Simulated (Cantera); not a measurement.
Charge: 1 mol Si3H8, 0.54 mol Cl2, 110 mol H2, equilibrated at 1 atm.

Cantera equilibrium calculation (NASA polynomials, part measured and part estimated; ideal gas, pure solids and liquids). Candidate condensed phases: Si; 19 gas species. The feed counts by its element totals alone. Gases not in the tables: Si2H6 and higher silanes. Equilibrium is a limit: real reactors are often held back by kinetics, nucleation or transport.

**Question.** Which condensed phases are stable at each of these points (T (°C)): 1175, 1200, 1225, 1250, 1275, 1300, 1325, 1350, 1375, 1400, 1425, 1450, 1475?

**Answer.** 
```json
[
 {"T (°C)": "1175", "condensed phases": "Si(s)", "Si condensed (%)": "98.9"},
 {"T (°C)": "1200", "condensed phases": "Si(s)", "Si condensed (%)": "98.9"},
 {"T (°C)": "1225", "condensed phases": "Si(s)", "Si condensed (%)": "98.9"},
 {"T (°C)": "1250", "condensed phases": "Si(s)", "Si condensed (%)": "98.9"},
 {"T (°C)": "1275", "condensed phases": "Si(s)", "Si condensed (%)": "98.9"},
 {"T (°C)": "1300", "condensed phases": "Si(s)", "Si condensed (%)": "98.9"},
 {"T (°C)": "1325", "condensed phases": "Si(s)", "Si condensed (%)": "98.9"},
 {"T (°C)": "1350", "condensed phases": "Si(s)", "Si condensed (%)": "98.9"},
 {"T (°C)": "1375", "condensed phases": "Si(s)", "Si condensed (%)": "98.8"},
 {"T (°C)": "1400", "condensed phases": "Si(s)", "Si condensed (%)": "98.8"},
 {"T (°C)": "1425", "condensed phases": "Si(l)", "Si condensed (%)": "98.8"},
 {"T (°C)": "1450", "condensed phases": "Si(l)", "Si condensed (%)": "98.8"},
 {"T (°C)": "1475", "condensed phases": "Si(l)", "Si condensed (%)": "98.9"}
]
```

From 1175 °C to 1400 °C the condensed part is Si(s). From 1425 °C to 1475 °C the condensed part is Si(l).
